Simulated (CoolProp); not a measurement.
A closed Brayton cycle with dry air: compressor inlet 324.15 K and 1.9 MPa, high pressure 4.37 MPa, turbine inlet 895 K, compressor efficiency 0.8, turbine efficiency 0.9, recuperator effectiveness 0.9 (on enthalpy, no pinch check). Each further row changes one setting.

Values from CoolProp's reference Helmholtz-energy equation of state, Lemmon 2000. It is a pseudo-pure fit of the blend.

| case | thermal efficiency (%) | net work (kJ/kg) | compressor to turbine work | compressor exit (K) | turbine exit (K) |
|---|---|---|---|---|---|
| as stated | 31.1 | 65.1 | 0.63 | 432.9 | 737.7 |
| turbine inlet 845 K | (withheld) | 55.1 | (withheld) | 432.9 | 695.2 |
| compressor inlet 334.15 K | 29.7 | 61.6 | 0.65 | (withheld) | 737.7 |
| high pressure 3.71 MPa | 31.4 | (withheld) | (withheld) | 409.5 | (withheld) |
| recuperator effectiveness 0.5 | 19.3 | 65.1 | 0.63 | 432.9 | 737.7 |

Question: Complete the blanks.

Answer: 
- turbine inlet 845 K, thermal efficiency (%): 28.3
- turbine inlet 845 K, compressor to turbine work: 0.67
- compressor inlet 334.15 K, compressor exit (K): 446.1
- high pressure 3.71 MPa, net work (kJ/kg): 57.3
- high pressure 3.71 MPa, compressor to turbine work: 0.60
- high pressure 3.71 MPa, turbine exit (K): 766.4
